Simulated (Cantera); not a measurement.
Charge: 1 mol FeS, 200 mol H2, 6.1 mol N2, at 2050 K and 1 atm.

These are equilibrium values from Cantera (NASA tables, ideal gas, pure condensed phases), not measurements of a reactor. Candidate condensed phases: Fe, FeS, FeS2, S; 16 gas species. Equilibrium is a limit: real reactors are often held back by kinetics, nucleation or transport.

Base state: H2 0.963, N2 0.0295, H2S 0.00405, H 0.00221, SH 0.000631, Fe 0.000622, S2 6.52e-5, S 3.51e-5 (mole fractions); condensed: Fe(l).

Q: What changes in the equilibrium state with this change: temperature from 2050 K to 2125 K?

A: 
```json
[
 {"species": "H2", "before": "0.963", "after": "0.961"},
 {"species": "N2", "before": "0.0295", "after": "0.0295"},
 {"species": "H2S", "before": "0.00405", "after": "0.00378"},
 {"species": "H", "before": "0.00221", "after": "0.00354"},
 {"species": "Fe", "before": "0.000622", "after": "0.00134"},
 {"species": "S", "before": "3.51e-5", "after": "6.22e-5"},
 {"species": "SH", "before": "0.000631", "after": "0.000829"},
 {"species": "S2", "before": "6.52e-5", "after": "8.30e-5"},
 {"species": "Fe(l), mol", "before": "0.872", "after": "0.722"}
]
```
